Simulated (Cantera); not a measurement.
Input: 1 mol Si, 1.7 mol HBr, 2.9 mol N2, held at 0.00460 bar.

Cantera equilibrium calculation (NASA polynomials, part measured and part estimated; ideal gas, pure solids and liquids). Candidate condensed phases: Br2, Si, Si3N4; 28 gas species. N2 is the only nitrogen source here; it is nearly inert below about 1500 K, so the nitride shown seldom forms there in practice. The tables' values for SiBr3 are old estimates; treat these amounts as uncertain. The numbers say what is thermodynamically allowed, not how fast it happens.

x: gas mole fraction; n: condensed amount in mol.

| T (K) | x N2 | x HBr | x H2 | x SiBr4 | x SiBr2 | x Br | n Si3N4(s) |
|---|---|---|---|---|---|---|---|
| 823 | 0.591 | 0.326 | 0.0549 | 0.0275 | 6.30e-9 | ? | 0.298 |
| 873 | 0.591 | 0.328 | 0.0538 | 0.0269 | 6.29e-8 | ? | 0.298 |
| 923 | 0.590 | 0.330 | 0.0530 | 0.0265 | 4.88e-7 | ? | 0.299 |
| 973 | 0.590 | 0.332 | 0.0522 | 0.0261 | 3.05e-6 | ? | 0.299 |
| 1023 | 0.590 | 0.333 | 0.0516 | 0.0257 | 1.59e-5 | ? | 0.300 |
| 1073 | 0.590 | 0.334 | 0.0511 | 0.0253 | 7.08e-5 | ? | 0.300 |
| 1123 | 0.589 | 0.334 | 0.0507 | 0.0249 | 0.000274 | ? | 0.300 |
| 1173 | 0.589 | 0.334 | 0.0506 | 0.0241 | 0.000938 | ? | 0.300 |
| 1223 | 0.588 | 0.332 | 0.0509 | 0.0226 | 0.00285 | ? | 0.299 |
| 1273 | 0.587 | 0.328 | 0.0521 | 0.0198 | 0.00760 | ? | 0.295 |
| 1323 | 0.585 | 0.317 | 0.0552 | 0.0151 | 0.0175 | ? | 0.287 |

Problem. What belongs in the gaps?

Solution. 
- 823, x Br: 1.56e-6
- 873, x Br: 5.64e-6
- 923, x Br: 1.77e-5
- 973, x Br: 4.96e-5
- 1023, x Br: 0.000125
- 1073, x Br: 0.000291
- 1123, x Br: 0.000626
- 1173, x Br: 0.00126
- 1223, x Br: 0.00237
- 1273, x Br: 0.00417
- 1323, x Br: 0.00678
